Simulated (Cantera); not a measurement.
# Aluminium nitride and oxide growth: AlCl3 + HCl + H2 + N2O

A closed system holds: 1 mol AlCl3, 1.7 mol HCl, a varied amount of H2, 0.82 mol N2O, held at 748 K and 75.0 Torr.

Equilibrium computed with Cantera from the NASA thermochemical tables; the gas is ideal and each condensed phase is pure. Candidate condensed phases: Al, AlCl3, AlN, Al2O3, H2O, NH4Cl; 45 gas species. Condensed phases not in the tables: AlOCl. Equilibrium is a limit: real reactors are often held back by kinetics, nucleation or transport.

```csv
n(H2) (mol),log p H2,log p HCl,log p N2,log p AlCl3,log p NH3,log p Al2Cl6,n AlN(s),n Al2O3(s)
120,-1.02,-2.51,-3.22,-3.62,-5.42,-6.18,0.157,0.273
140,-1.02,-2.56,-3.30,-3.75,-5.45,-6.43,0.194,0.273
170,-1.01,-2.63,-3.40,-3.91,-5.50,-6.75,0.237,0.273
190,-1.01,-2.67,-3.45,-4.00,-5.52,-6.94,0.260,0.273
230,-1.01,-2.74,-3.54,-4.17,-5.57,-7.28,0.295,0.273
270,-1.01,-2.80,-3.62,-4.32,-5.60,-7.57,0.321,0.273
310,-1.01,-2.86,-3.69,-4.44,-5.64,-7.82,0.340,0.273
360,-1.01,-2.92,-3.76,-4.59,-5.67,-8.11,0.359,0.273
420,-1.01,-2.98,-3.83,-4.74,-5.70,-8.41,0.375,0.273
490,-1.00,-3.04,-3.90,-4.89,-5.74,-8.71,0.389,0.273
580,-1.00,-3.11,-3.98,-5.06,-5.78,-9.05,0.402,0.273
```
log p: log10 of the partial pressure in bar; n: condensed amount in mol.

From 120 mol H2 to 580 mol H2 the condensed part is AlN(s) + Al2O3(s). The main Al-bearing gas is AlCl3 throughout. The share of Al in condensed phases is highest at 580 mol H2 (94.9 %) and lowest at 120 mol H2 (70.4 %).
